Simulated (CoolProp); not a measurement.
Vapour-liquid equilibrium of n-hexane (1) + benzene (2) at 1030 kPa; x and y are mole fractions of (1).

Computed with CoolProp (multi-fluid Helmholtz-energy mixture model, Thol 2019 and Thol 2012; pair parameters Bell 2016).

Problem. Give the bubble temperature and the first vapour's composition at x = 0.125, 0.5, 0.65. Is there an azeotrope?

Solution. x = 0.125: 175.8 °C, y = 0.173; x = 0.5: 168.8 °C, y = 0.542; x = 0.65: 167.5 °C, y = 0.672. y crosses x between x = 0.875 and 0.95: the model has an azeotrope there.

The pair parameters rest on a limited set of measurements; away from them the model extrapolates.
